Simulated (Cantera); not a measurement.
Cantera run:

```python
import numpy as np
import cantera as ct

gas_names = [...]  # 113 gases of nasa_gas.yaml made of C, Cu, H, O
cond_names = """
    C(gr) C6H6(L) C7H8(L) C8H18(L),n-octa Cu(cr) Cu(L) CuO(s) CuO2H2(s) Cu2O(s) Cu2O(L) H2O(s) H2O(L)
""".split()


# ... load() reads the species with a 1 bar reference pressure and builds the phases ...
atoms = {
    'CuO': {'Cu': 1, 'O': 1},
    'C': {'C': 1},
    'H2': {'H': 2},
}
top_T = {'C(gr)': 4500, 'CuO(s)': 1390}  # K; cautious upper limits of use, not melting points


# ... equilibrate(T, P, feed) seeds the gas with the atoms and calls Mixture.equilibrate('TP', solver="vcs", rtol=1e-11, max_steps=5000) ...
results = []
feed = {'CuO': 1, 'C': 5.9, 'H2': 0.15}  # mol
P = 52  # Pa
for T in [1098, 1198, 1298, 1398, 1498, 1598, 1698, 1798, 1898, 1998, 2098]:
    mix = equilibrate(T, P, feed)
    results.append((T, P, feed, dict(zip(mix.species_names, mix.species_moles))))

top = {s: max(r[3][s] / sum(r[3][g] for g in gas_names) for r in results) for s in gas_names}
cols = sorted((s for s in top if top[s] > 1e-06), key=lambda s: -top[s])[:5]
seen = [c for c in cond_names if any(r[3].get(c, 0) > 1e-12 for r in results)]
print("log10 of partial pressures in bar; condensed amounts in mol")
print(f"{'T/K':>10s}" + "".join(f"{s[:9]:>10s}" for s in cols + seen))
for T, P, feed, n in results:
    ng = sum(n[g] for g in gas_names)
    print(f"{T:10.4g}" + "".join(f"{np.log10(max(n[s] / ng * P / 1e5, 1e-99)):10.3f}" for s in cols)
          + "".join(f"{n.get(c, 0):10.4g}" for c in seen))
```

Output:

```
log10 of partial pressures in bar; condensed amounts in mol
       T/K        CO        Cu        H2         H       Cu2     C(gr)    Cu(cr)     Cu(L)
      1098    -3.345    -9.254    -4.169    -9.691   -14.363       4.9         1         0
      1198    -3.345    -7.935    -4.169    -8.805   -12.492       4.9         1         0
      1298    -3.345    -6.822    -4.169    -8.054   -10.917       4.9    0.9997         0
      1398    -3.346    -5.887    -4.170    -7.410    -9.603       4.9         0    0.9971
      1498    -3.351    -5.100    -4.176    -6.853    -8.512       4.9         0    0.9821
      1598    -3.378    -4.413    -4.204    -6.376    -7.564       4.9         0    0.9076
      1698    -3.499    -3.810    -4.327    -6.004    -6.732       4.9         0    0.5107
      1798    -3.617    -3.618    -4.454    -5.680    -6.680       4.9         0         0
      1898    -3.618    -3.619    -4.471    -5.342    -6.981       4.9         0         0
      1998    -3.620    -3.620    -4.502    -5.046    -7.253       4.9         0         0
      2098    -3.623    -3.623    -4.559    -4.791    -7.504       4.9         0         0
```

Equilibrium computed with Cantera from the NASA thermochemical tables; the gas is ideal and each condensed phase is pure.
